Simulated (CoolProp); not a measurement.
Computed with CoolProp (reference Helmholtz-energy equation of state, Lemmon 2006). It is a short technical equation, of lower accuracy than the large ones.

Q: Give the vapour pressure (MPa), vapour Z, liquid viscosity (µPa s) of saturated n-nonane at 119.45 °C.

A: 
```csv
T (°C),p (MPa),vapour Z,liquid viscosity (µPa s)
119.45,0.0408,0.969,264
```

Viscosity comes from a separate model (Huber 2004).
